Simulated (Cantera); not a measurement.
## SiCl4 + CH4 + H2 (silicon carbide growth)

Input: 1 mol SiCl4, 0.56 mol CH4, 32 mol H2, at 5.40 mbar.

Equilibrium computed with Cantera from the NASA thermochemical tables; the gas is ideal and each condensed phase is pure. Candidate condensed phases: C, C6H6, C7H8, C8H18, Si, SiC; 109 gas species. The tables' values for SiCl, SiCl3 are old estimates; treat these amounts as uncertain. Gases not in the tables: Si2H6 and higher silanes. Kinetics and transport are ignored.

```csv
T (K),x H2,x H,x HCl,x Si,x Cl,x SiCl2,n SiC(s),n C(graphite)
1400,0.899,6.28e-5,0.0883,7.16e-8,5.07e-6,0.0120,0.560,0
1550,0.898,0.000406,0.0886,2.61e-6,3.20e-5,0.0123,0.560,0
1700,0.897,0.00190,0.0887,4.93e-5,0.000146,0.0123,0.560,0
1850,0.891,0.00692,0.0893,0.000535,0.000527,0.0116,0.560,0
2000,0.872,0.0207,0.0928,0.00291,0.00164,0.00855,0.556,0
2150,0.833,0.0524,0.0963,0.00745,0.00443,0.00405,0.504,0
2300,0.758,0.115,0.0895,0.0179,0.00975,0.00192,0,0.0753
2450,0.655,0.221,0.0774,0.0194,0.0186,0.000455,0,0
```
x: gas mole fraction; n: condensed amount in mol.

From 1400 K to 2150 K the condensed part is SiC(s). At 2300 K the condensed part is C(graphite). At 2450 K nothing is condensed. The main Si-bearing gas is SiCl2 at 1400 K and Si at 2450 K.
